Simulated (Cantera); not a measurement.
A Cantera script and its output.

```python
import numpy as np
import cantera as ct

gas = ct.Solution("gri30.yaml")
gas.TPX = 1400, 150000, {'CO': 0.0094, 'O2': 0.0014, 'H2O': 0.00075, 'N2': 1}
reactor = ct.IdealGasConstPressureReactor(gas, energy="off", clone=False)
net = ct.ReactorNet([reactor])
net.rtol, net.atol = 1e-08, 1e-18
show = ['CO', 'O2', 'H2O', 'NO', 'CO2', 'O']
times = np.geomspace(8e-06, 40, 11)

steps = ct.SolutionArray(gas, extra=["t"])
rows = []
print(f"{'t/s':>10s}{'T/K':>9s}{'P/Pa':>11s}" + "".join(f"{s:>11s}" for s in show))
for t in times:
    while net.time < t:
        t_next = net.step()
        steps.append(gas.state, t=t_next)
    rows.append([np.interp(t, steps.t, y) for y in (steps.T, steps.P, *steps(*show).X.T)])
    print(f"{t:10.3e}{rows[-1][0]:9.1f}{rows[-1][1]:11.4g}" + "".join(f"{x:11.3e}" for x in rows[-1][2:]))
rate = np.gradient(steps.T, steps.t)
print("integrator steps:", len(steps.t))
if steps.T.max() > steps.T[0] + 200:
    print(f"time of steepest temperature rise: {steps.t[rate.argmax()]:.4e} s")
gas.TPX = 1400, 150000, {'CO': 0.0094, 'O2': 0.0014, 'H2O': 0.00075, 'N2': 1}
gas.equilibrate("TP")
print(f"equilibrium (TP): T = {gas.T:.1f} K  " + "  ".join(f"{s} {gas[s].X[0]:.3e}" for s in show))
```

Result:

```
       t/s      T/K       P/Pa         CO         O2        H2O         NO        CO2          O
 8.000e-06   1400.0    1.5e+05  9.293e-03  1.384e-03  7.414e-04  1.095e-18  1.147e-10  1.141e-10
 3.741e-05   1400.0    1.5e+05  9.293e-03  1.384e-03  7.414e-04  2.748e-17  5.428e-10  5.277e-10
 1.749e-04   1400.0    1.5e+05  9.293e-03  1.384e-03  7.414e-04  7.715e-16  2.799e-09  2.403e-09
 8.181e-04   1400.0    1.5e+05  9.293e-03  1.384e-03  7.414e-04  2.309e-14  2.826e-08  1.629e-08
 3.825e-03   1400.0    1.5e+05  9.268e-03  1.368e-03  7.372e-04  6.499e-11  2.430e-05  1.097e-05
 1.789e-02   1400.0    1.5e+05  6.122e-03  2.575e-06  3.143e-04  2.055e-06  3.182e-03  4.508e-06
 8.365e-02   1400.0    1.5e+05  6.171e-03  3.609e-08  3.773e-04  1.978e-06  3.134e-03  6.372e-08
 3.912e-01   1400.0    1.5e+05  6.179e-03  1.070e-09  3.864e-04  1.715e-06  3.126e-03  1.819e-09
 1.829e+00   1400.0    1.5e+05  6.181e-03  3.587e-11  3.880e-04  1.359e-06  3.125e-03  5.950e-11
 8.554e+00   1400.0    1.5e+05  6.180e-03  2.451e-12  3.883e-04  1.012e-06  3.125e-03  4.414e-12
 4.000e+01   1400.0    1.5e+05  6.180e-03  5.363e-13  3.883e-04  6.310e-07  3.125e-03  1.037e-12
integrator steps: 1999
equilibrium (TP): T = 1400.0 K  CO 6.180e-03  O2 1.662e-13  H2O 3.885e-04  NO 7.261e-10  CO2 3.126e-03  O 3.170e-13
```

Cantera simulation using GRI-Mech 3.0 (53 species, 325 reactions); the numbers are that mechanism's predictions, not measurements.
